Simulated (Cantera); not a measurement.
**Reactions in the system Fe-H-O-S**

Standard-state values (1 bar) from the NASA 1993 polynomials, evaluated with Cantera. Values are per mole of reaction as written; species without (g) are pure solids or liquids, kept so even where they would boil at 1 bar.

2 H₂S(g) + FeSO₄ = S + 4 OH(g) + FeS₂

| T (K) | ΔH° (kJ) | ΔS° (J/K) | ΔG° (kJ) | log10 K | condensed phases |
|---|---|---|---|---|---|
| 350 | 957.4 | 292.7 | 855.0 | -127.59 | FeSO₄(s), S(s), FeS₂(s) |
| 375 | 958.5 | 295.7 | 847.6 | -118.06 | FeSO₄(s), S(s), FeS₂(s) |
| 400 | 961.0 | 302.1 | 840.1 | -109.71 | FeSO₄(s), S(l), FeS₂(s) |
| 425 | 961.8 | 304.1 | 832.6 | -102.33 | FeSO₄(s), S(l), FeS₂(s) |
| 450 | 962.6 | 306.0 | 824.9 | -95.75 | FeSO₄(s), S(l), FeS₂(s) |
| 475 | 963.4 | 307.7 | 817.3 | -89.87 | FeSO₄(s), S(l), FeS₂(s) |
| 500 | 964.2 | 309.2 | 809.6 | -84.57 | FeSO₄(s), S(l), FeS₂(s) |
| 525 | 964.8 | 310.5 | 801.8 | -79.77 | FeSO₄(s), S(l), FeS₂(s) |
| 550 | 965.4 | 311.5 | 794.0 | -75.41 | FeSO₄(s), S(l), FeS₂(s) |
